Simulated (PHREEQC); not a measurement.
Model water analysis in mg/L, 25 °C, pH 2.4, pe 11.3: Na 27.8; K 4.33; Ca 194; Mg 11; Cl 66.2; S(6) as SO4 551; Mn(2) 0.105; Pb 1.99; Sr 4.4; Br 0.214; Cu(2) 0.39; N(5) as NO3 0.48.

Cl is adjusted to close the charge balance.
Valence states are taken as typed.

Computed with PHREEQC (ion-association model, wateq4f.dat).

No solid was allowed to form.

Task: Estimate the ionic strength.

Result: ionic strength 0.0224 mol/kgw.

Task: In which forms is K present?

Result: K+ 99 %, KSO4- 1.4 % of the K.
